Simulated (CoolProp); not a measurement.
Saturation properties of cyclopentane.

Computed with CoolProp (reference Helmholtz-energy equation of state, Gedanitz 2015).

| T (°C) | p (MPa) | liquid cp (kJ/(kg K)) | vapour Z | surface tension (mN/m) |
|---|---|---|---|---|
| 24.85 | 0.04209 | 1.810 | 0.9815 | 21.9 |
| 44.55 | 0.08659 | 1.910 | 0.9687 | 19.1 |
| 64.25 | 0.1618 | 2.015 | 0.9508 | 16.5 |
| 83.95 | 0.2797 | 2.127 | 0.9275 | 14.0 |
| 103.65 | 0.4538 | 2.244 | 0.8980 | 11.5 |
| 123.35 | 0.6989 | 2.369 | 0.8619 | 9.28 |
| 143.05 | 1.031 | 2.505 | 0.8185 | 7.15 |
| 162.75 | 1.467 | 2.666 | 0.7665 | 5.19 |
| 182.55 | 2.030 | 2.879 | 0.7035 | 3.41 |

It boils at 49.2 °C under 1 atm.

Surface tension comes from a separate correlation (Mulero 2014).
